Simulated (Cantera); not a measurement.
Feed: 1 mol B, 2.2 mol O2, 40 mol N2, at 24.0 Pa.

These are equilibrium values from Cantera (NASA tables, ideal gas, pure condensed phases), not measurements of a reactor. Candidate condensed phases: B, BN, B2O3; 17 gas species. Kinetics and transport are ignored. All values below are at 1175 K.

Base state: N2 0.965, O2 0.0349, NO 7.26e-5, B2O3 1.66e-5 (mole fractions); condensed: B2O3(l).

Task: What changes in the equilibrium state with this change: B replaced by borazine?

Result: 
```
species        before     after
------------  -------  --------
N2              0.965     0.932
H2                  0    0.0673
HBO2                0  0.000226
O2             0.0349     <1e-9
NO            7.26e-5     <1e-9
H2O                 0   3.68e-5
HBO                 0   1.70e-5
B2O3(l), mol    0.499      1.46
BN(s), mol          0    0.0709
```
The feed counts by its element totals alone. Mutual solubility and eutectic melting of coexisting phases are not modelled. Further candidate phases: B3O3H3, H2O.
